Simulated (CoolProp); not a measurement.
A single-stage vapour-compression cycle with R13: evaporating at 254.15 K (dew point), condensing at 294.15 K (bubble point), superheat 2 K, subcooling 8 K, compressor efficiency 0.8, no pressure losses. Each further row changes one setting.

Values from CoolProp's reference Helmholtz-energy equation of state, Platzer 1990. This equation is an older, rougher fit; its heat capacities, sound speeds and derivatives of the liquid may be far off and weren't checked against measurements.

| case | cooling COP | pressure ratio | discharge temperature (K) | refrigerating effect (kJ/kg) | volumetric capacity (kJ/m³) |
|---|---|---|---|---|---|
| as stated | … | 2.77 | 311.9 | 72.9 | 5360 |
| evaporating temperature 259.15 K | 4.27 | … | 309.9 | … | … |
| condensing temperature 289.15 K | 4.38 | … | 305.1 | … | 5840 |
| subcooling 13 K | 3.91 | 2.77 | 311.9 | 79.9 | … |
| superheat 12 K | 3.61 | 2.77 | … | 80.7 | 5480 |
| compressor efficiency 0.7 | 3.12 | 2.77 | 314.6 | 72.9 | 5360 |

**Question.** What belongs in the gaps?

**Answer.** 
- as stated, cooling COP: 3.57
- evaporating temperature 259.15 K, pressure ratio: 2.40
- evaporating temperature 259.15 K, refrigerating effect (kJ/kg): 73.9
- evaporating temperature 259.15 K, volumetric capacity (kJ/m³): 6330
- condensing temperature 289.15 K, pressure ratio: 2.47
- condensing temperature 289.15 K, refrigerating effect (kJ/kg): 79.5
- subcooling 13 K, volumetric capacity (kJ/m³): 5880
- superheat 12 K, discharge temperature (K): 321.3
